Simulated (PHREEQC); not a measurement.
Consider water at 25 °C with 0.0014 mol MnSO4, 0.033 mol CuCl2 and 0.016 mol Na2SO4 per kg of water. Closed to the air; pH follows from the charge balance.

The numbers come from PHREEQC with the ion-association model, wateq4f.dat.

The ionic strength comes out as 0.121 mol/kgw. What activity coefficients do NaSO4-, Cu+2, HSO4-, Mn+2, Cl- get?

NaSO4- 0.78, Cu+2 0.38, HSO4- 0.76, Mn+2 0.38, Cl- 0.75.

No solid was allowed to form. The solution is supersaturated, for example in Atacamite, Antlerite, so a real one may precipitate; this is no full list.
